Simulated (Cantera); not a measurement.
An adiabatic, constant-volume homogeneous reactor starts with CH4 : CO : O2 : N2 = 1 : 0.52 : 1.03 : 3.86 (molar parts), equivalence ratio 2.2, at 1148 K and 100000 Pa. Integrator tolerance rtol = 1e-08.

Model: GRI-Mech 3.0 (53 species, 325 reactions), integrated in Cantera.

**Question.** What does this change do: CO 0.52 to 1.5 parts?

**Answer.** 
| quantity | before | after |
|---|---|---|
| time of steepest temperature rise | 0.239 s | 0.329 s |
| temperature at 2.00 s | 2492 K | 2376 K |
| equilibrium temperature | 2492 K | 2376 K |
| x(CH4) at 2.00 s | 1.04e-10 (gas-phase equilibrium 1.16e-10) | 2.43e-10 (gas-phase equilibrium 2.70e-10) |
| x(CO) at 2.00 s | 0.182 (gas-phase equilibrium 0.182) | 0.268 (gas-phase equilibrium 0.268) |
| x(O2) at 2.00 s | 8.45e-6 (gas-phase equilibrium 8.45e-6) | 1.95e-6 (gas-phase equilibrium 1.95e-6) |
| x(CH2O) at 2.00 s | 2.70e-8 (gas-phase equilibrium 2.70e-8) | 3.56e-8 (gas-phase equilibrium 3.56e-8) |
| x(CH2) at 2.00 s | 4.94e-12 (gas-phase equilibrium 5.42e-12) | 4.31e-12 (gas-phase equilibrium 4.72e-12) |

**Question.** What does this change do: initial temperature 1148 to 975 K?

**Answer.** 
```csv
quantity,before,after
time of steepest temperature rise,0.239 s,not reached
temperature at 2.00 s,2492 K,979 K
equilibrium temperature,2492 K,2364 K
x(CH4) at 2.00 s,1.04e-10 (gas-phase equilibrium 1.16e-10),0.156 (gas-phase equilibrium 2.65e-10)
x(CO) at 2.00 s,0.182 (gas-phase equilibrium 0.182),0.0811 (gas-phase equilibrium 0.181)
x(O2) at 2.00 s,8.45e-6 (gas-phase equilibrium 8.45e-6),0.160 (gas-phase equilibrium 1.97e-6)
x(CH2O) at 2.00 s,2.70e-8 (gas-phase equilibrium 2.70e-8),0.000131 (gas-phase equilibrium 3.05e-8)
x(CH2) at 2.00 s,4.94e-12 (gas-phase equilibrium 5.42e-12),<1e-12 (gas-phase equilibrium 3.24e-12)
```
Below about 1000 K GRI-Mech 3.0 lacks low-temperature oxidation paths.
